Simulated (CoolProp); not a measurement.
Saturation properties of dimethyl carbonate (Tc = 557.0 K, pc = 49.09 bar, ω = 0.346).

Computed with CoolProp (reference Helmholtz-energy equation of state, Zhou 2011).

| T (K) | p (bar) | liquid density (kg/m³) | enthalpy of vaporisation (kJ/kg) | liquid cp (kJ/(kg K)) | vapour Z | surface tension (mN/m) |
|---|---|---|---|---|---|---|
| 426.9 | 5.435 | 876.8 | 326.6 | 2.146 | 0.9018 | 10.9 |
| 433 | 6.199 | 866.6 | 321.3 | 2.168 | 0.8920 | 10.2 |
| 439.2 | 7.057 | 856.0 | 315.6 | 2.191 | 0.8814 | 9.52 |
| 445.3 | 7.987 | 845.4 | 309.9 | 2.215 | 0.8703 | 8.84 |
| 451.5 | 9.024 | 834.4 | 303.8 | 2.240 | 0.8582 | 8.17 |
| 457.6 | 10.14 | 823.2 | 297.6 | 2.268 | 0.8456 | 7.52 |
| 463.8 | 11.38 | 811.6 | 291.1 | 2.298 | 0.8319 | 6.87 |
| 470 | 12.73 | 799.6 | 284.3 | 2.331 | 0.8173 | 6.25 |
| 476.1 | 14.18 | 787.4 | 277.2 | 2.367 | 0.8020 | 5.65 |
| 482.3 | 15.77 | 774.6 | 269.7 | 2.409 | 0.7854 | 5.05 |

It boils at 363.3 K under 1 atm.

Surface tension comes from a separate correlation (Mulero 2014).
